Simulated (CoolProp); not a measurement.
Neopentane at 293.15 K and 0.104 MPa is compressed adiabatically to 0.38 MPa with isentropic efficiency 0.85. Each further row changes one setting.

Model: reference Helmholtz-energy equation of state, Lemmon 2006, in CoolProp. It is a short technical equation, of lower accuracy than the large ones.

```csv
case,work (kJ/kg),final temperature (K),final phase,final density (kg/m³)
as stated,50.2,327.3,gas,11.3
efficiency 1,42.7,325.6,"two-phase, vapour fraction 0.985",11.6
efficiency 0.65,65.7,335.2,gas,10.9
```
